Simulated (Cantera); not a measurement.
**Ammonia decomposition in nitride growth gas**

An isothermal, constant-pressure homogeneous reactor starts with NH3 : N2 = 1 : 6.1 (molar parts), at 2225 K and 120 Torr.

Model: the gas-phase N/H chemistry of the illustrative SiF4/NH3 mechanism in the Surface Chemkin manual (1991), integrated in Cantera. Walls and surfaces, which speed up NH3 decomposition in real reactors, are not modelled.

```
t (s)        x NH3    x N2H4     x NH2   x N2      x H2
--------  --------  --------  --------  -----  --------
3.00e-5      0.141  2.27e-10  0.000126  0.859   6.19e-5
0.000127     0.140   3.95e-9  0.000523  0.859  0.000286
0.000533     0.138   2.87e-8   0.00141  0.858   0.00222
0.00225      0.129   2.22e-8   0.00124  0.855    0.0145
0.00949     0.0966   9.81e-9  0.000824  0.845    0.0573
0.0400      0.0311   1.66e-9  0.000339  0.824     0.144
0.169     0.000249  1.93e-12   1.16e-5  0.814     0.183
0.711      5.77e-7    <1e-12   6.86e-8  0.812     0.181
3.00       1.67e-7    <1e-12   1.99e-8  0.812     0.181
```
x: mole fraction; the columns are a selection and need not sum to one.

Equilibrium at this temperature and pressure: NH3 1.60e-7, N2H4 <1e-12, NH2 1.90e-8, N2 0.812, H2 0.181 (gas phase only).
